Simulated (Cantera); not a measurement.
Feed: 1 mol CH3F, 0.75 mol F2, held at 0.0400 bar.

Equilibrium computed with Cantera from the NASA thermochemical tables; the gas is ideal and each condensed phase is pure. Candidate condensed phases: C, C6H6, C7H8, C8H18; 95 gas species. The numbers say what is thermodynamically allowed, not how fast it happens.

Task: At 2302 °C, list the 7 most abundant gas species with their mole fractions, and the condensed phases.

Result: HF 0.886, H2 0.0663, H 0.0446, F 0.00151, C2H2 (acetylene) 0.000974, CF 6.15e-5, C2H 5.49e-5. Condensed: C(graphite).
